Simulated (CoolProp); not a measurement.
A closed Brayton cycle with carbon dioxide: compressor inlet 328.15 K and 8.2 MPa, high pressure 16.5 MPa, turbine inlet 975 K, compressor efficiency 0.85, turbine efficiency 0.9, recuperator effectiveness 0 (on enthalpy, no pinch check). Each further row changes one setting.

Values from CoolProp's reference Helmholtz-energy equation of state, Span 1996.

```tsv
case	thermal efficiency (%)	net work (kJ/kg)	compressor to turbine work	compressor exit (K)	turbine exit (K)
as stated	10.3	76.8	0.32	387.8	881.0
turbine inlet 925 K	10.3	70.7	(withheld)	387.8	834.3
compressor inlet 338.15 K	(withheld)	72.6	0.35	401.3	881.0
high pressure 14 MPa	(withheld)	(withheld)	0.30	373.4	902.6
recuperator effectiveness 0.5	(withheld)	76.8	0.32	387.8	881.0
```

Q: Fill in the missing entries.

A: 
- turbine inlet 925 K, compressor to turbine work: 0.33
- compressor inlet 338.15 K, thermal efficiency (%): 10.0
- high pressure 14 MPa, thermal efficiency (%): 8.0
- high pressure 14 MPa, net work (kJ/kg): 60.5
- recuperator effectiveness 0.5, thermal efficiency (%): 16.7
